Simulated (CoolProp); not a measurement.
Hexamethyldisiloxane (MM) along the isobar 963 kPa: Z from the reference equation and from simpler models built on Tc = 245.6 °C, pc = 1931 kPa, ω = 0.418; each cubic takes its own stable root.

Model: reference Helmholtz-energy equation of state, Thol 2016, in CoolProp.

```
T (°C)   phase  reference  Redlich-Kwong  Soave-Redlich-Kwong
------  ------  ---------  -------------  -------------------
56.25   liquid    0.07845        0.08849              0.08383
75.45   liquid    0.07635        0.08640              0.08147
94.55   liquid    0.07471        0.08496              0.07974
113.75  liquid    0.07349        0.08418              0.07865
132.85  liquid    0.07273        0.08415              0.07826
151.95  liquid    0.07249        0.08507              0.07874
171.15  liquid    0.07294        0.08739              0.08043
190.25  liquid    0.07441         0.6944              0.08413
209.45     gas     0.7041         0.7434               0.7230
228.55     gas     0.7588         0.7797               0.7721
247.75     gas     0.7981         0.8085               0.8093
266.85     gas     0.8282         0.8318               0.8385
286.05     gas     0.8525         0.8512               0.8624
305.15     gas     0.8723         0.8675               0.8820
```

At some of these states Redlich-Kwong gives the other phase, because its saturation line lies elsewhere.
